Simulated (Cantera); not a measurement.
**Equilibrium for boron, boron nitride and boron oxide: B2H6 + N2**

A closed system holds: 1 mol B2H6, 2.5 mol N2, equilibrated at 2000 °C.

Method: chemical equilibrium by Gibbs-energy minimisation in Cantera with the NASA 1993 tables (ideal gas, pure condensed phases). Candidate condensed phases: B, BN; 15 gas species. The feed counts by its element totals alone. Mutual solubility and eutectic melting of coexisting phases are not modelled. The tables' values for BH2 are old estimates; treat these amounts as uncertain. Kinetics and transport are ignored.

```json
[
 {"P (Pa)": "10", "x H2": "0.209", "x N2": "0.334", "x H": "0.384", "x B": "0.0720", "n B(s)": "1.45", "n BN(s)": "0"},
 {"P (Pa)": "46", "x H2": "0.356", "x N2": "0.394", "x H": "0.234", "x B": "0.0157", "n B(s)": "1.89", "n BN(s)": "0"},
 {"P (Pa)": "220", "x H2": "0.450", "x N2": "0.426", "x H": "0.120", "x B": "0.00327", "n B(s)": "1.97", "n BN(s)": "0"},
 {"P (Pa)": "1000", "x H2": "0.515", "x N2": "0.423", "x H": "0.0603", "x B": "0.000720", "n B(s)": "1.64", "n BN(s)": "0.352"},
 {"P (Pa)": "4600", "x H2": "0.640", "x N2": "0.328", "x H": "0.0313", "x B": "8.29e-5", "n B(s)": "0", "n BN(s)": "2.00"},
 {"P (Pa)": "22000", "x H2": "0.654", "x N2": "0.331", "x H": "0.0145", "x B": "7.89e-6", "n B(s)": "0", "n BN(s)": "2.00"},
 {"P (Pa)": "100000", "x H2": "0.661", "x N2": "0.332", "x H": "0.00683", "x B": "8.13e-7", "n B(s)": "0", "n BN(s)": "2.00"}
]
```
x: gas mole fraction; n: condensed amount in mol.

From 0.000100 bar to 0.00220 bar the condensed part is B(s). At 0.0100 bar the condensed part is B(s) + BN(s). From 0.0460 bar to 1.00 bar the condensed part is BN(s). The share of B in condensed phases is highest at 1.00 bar (100.0 %) and lowest at 0.000100 bar (72.7 %).
